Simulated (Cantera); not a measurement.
A freely propagating, adiabatic, planar premixed flame of C3H8 : O2 : N2 = 1 : 5.15 : 19.4 (molar parts), unburnt at 575 K and 0.405 atm; mixture-averaged transport, grid criteria slope 0.08 and curve 0.16, no radiation.

Cantera simulation using GRI-Mech 3.0 (53 species, 325 reactions); the numbers are that mechanism's predictions, not measurements. GRI-Mech 3.0 was tuned for natural gas; its chemistry of propane as a main component is partial and can be far from experiment. Burning velocities carry a grid error of a few per cent, more on coarse grids.

Task: How do the results move with these cheaper or finer settings: unity-Lewis-number transport; multicomponent transport; multicomponent+Soret transport; grid criteria slope 0.5, curve 1; grid criteria slope 0.25, curve 0.5; grid criteria slope 0.03, curve 0.06?

Result: 
```tsv
setting	laminar burning velocity	thermal thickness	peak x(CH2CO)	peak x(C2H4)	grid points
as above	167 cm/s	0.606 mm	0.00138	0.0112	156
unity-Lewis-number transport	112 cm/s	0.733 mm	0.000886	0.00679	146
multicomponent transport	167 cm/s	0.612 mm	0.00139	0.0113	156
multicomponent+Soret transport	165 cm/s	0.610 mm	0.00139	0.0113	156
grid criteria slope 0.5, curve 1	182 cm/s	0.685 mm	0.00134	0.0111	50
grid criteria slope 0.25, curve 0.5	175 cm/s	0.639 mm	0.00138	0.0112	65
grid criteria slope 0.03, curve 0.06	164 cm/s	0.599 mm	0.00139	0.0112	364
```
The base run took roughly 16 core-seconds.
Unity Lewis numbers drop preferential diffusion, which matters most where H2 and H carry the flame; Soret adds thermal diffusion.
